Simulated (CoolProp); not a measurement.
R134a along the isobar 4.79 MPa: Z from the reference equation and from simpler models built on Tc = 374.2 K, pc = 4.059 MPa, ω = 0.327; each cubic takes its own stable root.

Values from CoolProp's reference Helmholtz-energy equation of state, Tillner-Roth 1994.

```csv
T (K),phase,reference
243.4,liquid,0.1726
259.7,liquid,0.1674
275.9,liquid,0.1635
292.2,liquid,0.1609
308.5,liquid,0.1598
324.8,liquid,0.1605
341.1,liquid,0.1638
357.3,liquid,0.1720
373.6,liquid,0.1963
389.9,supercritical,0.4629
406.2,supercritical,0.6082
422.4,supercritical,0.6875
438.7,supercritical,0.7431
455,supercritical,0.7851
```

**Question.** How far does each simpler model (van der Waals, Redlich-Kwong, Soave-Redlich-Kwong, Peng-Robinson) lie from the reference over these 14 states: mean and median of the absolute difference, and the worst?

**Answer.** 
- van der Waals: mean 45.2 %, median 64.1 %, worst +71.6 % at 243.4 K and 4.79 MPa
- Redlich-Kwong: mean 15.9 %, median 19.5 %, worst +29.5 % at 373.6 K and 4.79 MPa
- Soave-Redlich-Kwong: mean 12.9 %, median 14.2 %, worst +29.1 % at 373.6 K and 4.79 MPa
- Peng-Robinson: mean 3.4 %, median 1.1 %, worst +16.8 % at 373.6 K and 4.79 MPa
